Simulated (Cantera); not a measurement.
Thermodynamics of carbothermic reduction, feed Ta2O5 + CO

Feed: 1 mol Ta2O5, 3.4 mol CO.

Equilibrium computed with Cantera from the NASA thermochemical tables; the gas is ideal and each condensed phase is pure. Candidate condensed phases: C, Ta, TaC, Ta2O5; 15 gas species. Mutual solubility and eutectic melting of coexisting phases are not modelled. TaC: taken at fixed stoichiometry. Condensed phases not in the tables: Ta2C. Equilibrium is a limit: real reactors are often held back by kinetics, nucleation or transport.

### Question
Map the stable condensed phases over T = 823, 923, 1023, 1123, 1223, 1323, 1423, 1523, 1623, 1723, 1823, 1923 K and P in Pa = 10, 32, 100, 320, 1000, 3200, 10000, 32000, 100000, 320000, 1000000.

### Answer
```
T in K \ P in Pa
              10      32     100     320    1000    3200   10000   32000  100000  320000 1000000
   1923        A       A       A       B       B       B       B       B       B       B       B
   1823        A       A       B       B       B       B       B       B       B       B       B
   1723        A       A       B       B       B       B       B       B       B       B       B
   1623        A       B       B       B       B       B       B       B       B       B       B
   1523        A       B       B       B       B       B       B       B       B       B       C
   1423        A       B       B       B       B       B       B       B       B       C       C
   1323        A       B       B       B       B       B       B       B       C       C       C
   1223        A       B       B       B       B       B       C       C       C       C       C
   1123        A       B       B       B       C       C       C       C       C       C       C
   1023        A       B       C       C       C       C       C       C       C       C       C
    923        C       C       C       C       C       C       C       C       C       C       C
    823        C       C       C       C       C       C       C       C       C       C       C
```
A: Ta2O5; B: TaC + Ta2O5; C: C + Ta2O5.
